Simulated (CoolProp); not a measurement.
Vapour-liquid equilibrium of cyclohexane (1) + m-xylene (2) at 311.8 K; x and y are mole fractions of (1).

Computed with CoolProp (multi-fluid Helmholtz-energy mixture model, Zhou 2014 and Zhou 2012; pair parameters Bell 2016).

| x | bubble pressure (MPa) | y at the bubble point | dew pressure at overall composition x (MPa) | liquid density (mol/L) |
|---|---|---|---|---|
| 0.05 | 0.003857 | 0.417 | 0.002478 | 8.034 |
| 0.125 | 0.005973 | 0.651 | 0.002674 | (withheld) |
| 0.2 | 0.007933 | 0.758 | 0.002903 | 8.174 |
| 0.275 | (withheld) | 0.819 | (withheld) | 8.246 |
| 0.35 | 0.01141 | 0.859 | 0.003503 | 8.319 |
| 0.425 | 0.01296 | 0.887 | 0.003906 | 8.394 |
| 0.5 | 0.01440 | 0.909 | 0.004413 | 8.471 |
| 0.575 | 0.01577 | 0.927 | 0.005071 | 8.549 |
| 0.65 | 0.01708 | 0.942 | 0.005956 | 8.630 |
| 0.725 | 0.01838 | 0.955 | 0.007209 | 8.713 |
| 0.8 | 0.01967 | 0.968 | 0.009105 | 8.798 |
| 0.875 | 0.02099 | 0.980 | 0.01225 | 8.887 |
| 0.95 | 0.02237 | (withheld) | 0.01785 | 8.978 |

Task: Some entries are withheld; supply them.

Result: 
- 0.125, liquid density (mol/L): 8.103
- 0.275, bubble pressure (MPa): 0.009742
- 0.275, dew pressure at overall composition x (MPa): 0.003175
- 0.95, y at the bubble point: 0.992

No azeotrope shows between x = 0.05 and 0.95.

The pair parameters rest on a limited set of measurements; away from them the model extrapolates.
